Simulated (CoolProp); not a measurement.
Computed with CoolProp (reference Helmholtz-energy equation of state, Aleksandrov 2011). It is a short technical equation, of lower accuracy than the large ones.

Problem. For n-undecane, give the phase and the cp (kJ/(kg K)), cv (kJ/(kg K)), speed of sound (m/s), expansivity (1/kK) at 327.2 K and 3170 kPa.

Solution. 
- 327.2 K and 3170 kPa: liquid; cp 2.31, cv 1.91, speed of sound 1170, expansivity 1.04
